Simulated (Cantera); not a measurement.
Cantera with NASA thermochemical tables; ideal gases at 1 bar, condensed phases pure. Values are per mole of reaction as written; species without (g) are pure solids or liquids, kept so even where they would boil at 1 bar.

**Question.** Between 1023 and 1323 K, where is each reaction favourable under standard conditions?
- Pb(g) + O(g) = PbO(g)

**Answer.** 
- Pb(g) + O(g) = PbO(g): ΔG° is -271 kJ at 1023 K and -240 kJ at 1323 K; it stays negative (K > 1). ΔH° is -380 kJ and ΔS° -106 J/K at 1323 K.
